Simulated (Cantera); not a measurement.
Feed: 1 mol B2O3, 2.1 mol F2, at 1102 °C and 0.140 bar.

Equilibrium computed with Cantera from the NASA thermochemical tables; the gas is ideal and each condensed phase is pure. Candidate condensed phases: B, B2O3; 21 gas species. The numbers say what is thermodynamically allowed, not how fast it happens.

Base state: BF3 0.461, O2 0.411, B3O3F3 0.0664, BOF 0.0620, BOF2 0.000323 (mole fractions); condensed: B2O3(l).

Task: What changes in the equilibrium state with this change: 0.035 mol NH3 added?

Result: 
```
species       before    after
------------  ------  -------
BF3            0.461    0.439
O2             0.411    0.391
B3O3F3        0.0664   0.0632
HF                 0   0.0368
BOF           0.0620   0.0610
N2                 0  0.00665
H2O                0  0.00131
B2O3(l), mol  0.0774   0.0962
```
Gases not in the tables: H3BO3. Further candidate phases: BN, B3O3H3, H2O.

Task: What changes in the equilibrium state with this change: pressure from 0.140 bar to 2.10 mbar?

Result: 
| species | before | after |
|---|---|---|
| BF3 | 0.461 | 0.362 |
| O2 | 0.411 | 0.345 |
| BOF | 0.0620 | 0.291 |
| B3O3F3 | 0.0664 | 0.00154 |
| BO2 | 3.50e-6 | 1.35e-5 |
| B2O3 | 9.39e-6 | 1.86e-5 |
| B2O3(l), mol | 0.0774 | 0 |
